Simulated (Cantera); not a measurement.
A Cantera script and what it prints.

```python
import numpy as np
import cantera as ct

gas_names = """
    H HNO HNO2 HNO3 HO2 H2 H2O H2O2 N NH NH2 NH3 NH2OH NO NO2 NO3 N2 N2H2 N2H4 N2O O OH O2 O3 Pb PbO Pb2
""".split()
cond_names = """
    H2O(s) H2O(L) Pb(cr) Pb(L) PbO(rd) PbO(yw) PbO(L) PbO2(s) Pb3O4(s)
""".split()


# ... load() reads the species with a 1 bar reference pressure and builds the phases ...
atoms = {
    'PbO': {'Pb': 1, 'O': 1},
    'H2': {'H': 2},
    'N2': {'N': 2},
}
top_T = {'Pb3O4(s)': 820}  # K; cautious upper limits of use, not melting points


# ... equilibrate(T, P, feed) seeds the gas with the atoms and calls Mixture.equilibrate('TP', solver="vcs", rtol=1e-11, max_steps=5000) ...
results = []
feed = {'PbO': 1, 'H2': 1800, 'N2': 0.39}  # mol
P = 24000  # Pa
for T in [625, 825, 1025, 1225, 1425, 1625, 1825, 2025]:
    mix = equilibrate(T, P, feed)
    results.append((T, P, feed, dict(zip(mix.species_names, mix.species_moles))))

top = {s: max(r[3][s] / sum(r[3][g] for g in gas_names) for r in results) for s in gas_names}
cols = sorted((s for s in top if top[s] > 1e-05), key=lambda s: -top[s])[:8]
seen = [c for c in cond_names if any(r[3].get(c, 0) > 1e-12 for r in results)]
print("log10 of partial pressures in bar; condensed amounts in mol")
print(f"{'T/K':>10s}" + "".join(f"{s[:9]:>10s}" for s in cols + seen))
for T, P, feed, n in results:
    ng = sum(n[g] for g in gas_names)
    print(f"{T:10.4g}" + "".join(f"{np.log10(max(n[s] / ng * P / 1e5, 1e-99)):10.3f}" for s in cols)
          + "".join(f"{n.get(c, 0):10.4g}" for c in seen))
```

Output:

```
log10 of partial pressures in bar; condensed amounts in mol
       T/K        H2         H       H2O        Pb        N2       NH3     Pb(L)
       625    -0.620   -15.879    -3.875   -10.632    -4.381    -4.681         1
       825    -0.620   -11.411    -3.875    -6.843    -4.292    -5.707    0.9989
      1025    -0.620    -8.671    -3.875    -4.556    -4.286    -6.378    0.7913
      1225    -0.620    -6.817    -3.875    -3.875    -4.285    -6.841         0
      1425    -0.620    -5.476    -3.875    -3.875    -4.285    -7.178         0
      1625    -0.620    -4.462    -3.875    -3.875    -4.285    -7.432         0
      1825    -0.621    -3.667    -3.876    -3.876    -4.285    -7.631         0
      2025    -0.622    -3.027    -3.876    -3.876    -4.285    -7.791         0
```

Method: chemical equilibrium by Gibbs-energy minimisation in Cantera with the NASA 1993 tables (ideal gas, pure condensed phases).
